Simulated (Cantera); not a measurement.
A closed system holds: 1 mol Cr₂O₃, a varied amount of H₂, at 0.133 bar.

Method: chemical equilibrium by Gibbs-energy minimisation in Cantera with the NASA 1993 tables (ideal gas, pure condensed phases). Candidate condensed phases: Cr, Cr₂O₃, H₂O; 13 gas species. Mutual solubility and eutectic melting of coexisting phases are not modelled. The numbers say what is thermodynamically allowed, not how fast it happens.

**Question.** What condenses at these points (T in °C, n(H₂) in mol): (1727, 7.2); (627, 11); (1227, 8.9); (1427, 47); (1127, 17)?

**Answer.** 
| T (°C) | n(H₂) in mol | condensed phases | Cr condensed (%) |
|---|---|---|---|
| 1727 | 7.2 | Cr + Cr₂O₃ | 96.8 |
| 627 | 11 | Cr₂O₃ | 100.0 |
| 1227 | 8.9 | Cr + Cr₂O₃ | 100.0 |
| 1427 | 47 | Cr + Cr₂O₃ | 99.6 |
| 1127 | 17 | Cr + Cr₂O₃ | 100.0 |
